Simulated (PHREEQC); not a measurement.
Make-up at 20 °C: 0.00026 mol CaSO4, 0.0036 mol AlCl3 and 0.00024 mol Cu(BF4)2 per kg of water. Closed to the air; pH follows from the charge balance.

All values are PHREEQC results (ion-association model, wateq4f.dat), not measurements.

Each row changes one thing in this solution. No solid was allowed to form.

```csv
case,pH,ionic strength (mol/kgw),AlF+2 (mol/kgw),Al+3 (mol/kgw),AlSO4+ (mol/kgw),SO4-2 (mol/kgw),SI of Gibbsite (Al(OH)3),SI of Gypsum (CaSO4:2H2O)
as made,2.89,0.0183,0.00171,0.00164,0.000135,0.000112,-2.95,-3.40
0.00091 mol/kgw HBr added,2.68,0.0192,0.00171,0.00165,0.000131,0.000111,-3.58,-3.42
0.0047 mol/kgw CO2 added,2.89,0.0183,0.00171,0.00164,0.000135,0.000112,-2.95,-3.40
Cu(BF4)2 from 0.00024 to 0.000264 mol/kgw,2.85,0.0180,0.00185,0.00149,0.000128,0.000117,-3.11,-3.38
CaSO4 from 0.00026 to 0.0026 mol/kgw,2.92,0.0221,0.00161,0.000950,0.000862,0.00137,-3.12,-1.38
temperature from 20 to 15 °C,2.89,0.0183,0.00171,0.00165,0.000132,0.000116,-3.24,-3.38
temperature from 20 to 85 °C,2.84,0.0177,0.00170,0.00144,0.000143,7.87e-5,-0.12,-3.43
diluted 2-fold with water,3.18,0.00920,0.000859,0.000828,5.72e-5,6.82e-5,-2.28,-3.81
```

Some of these states are supersaturated (in Boehmite (slow to form), for instance). Away from 25 °C the constants follow the database's enthalpies or fits; those with neither stay at their 25 °C values. Real BF4- forms and hydrolyses slowly; the run takes it at equilibrium. Fluoro complexes past AlF4- and FeF3 are missing from the database.
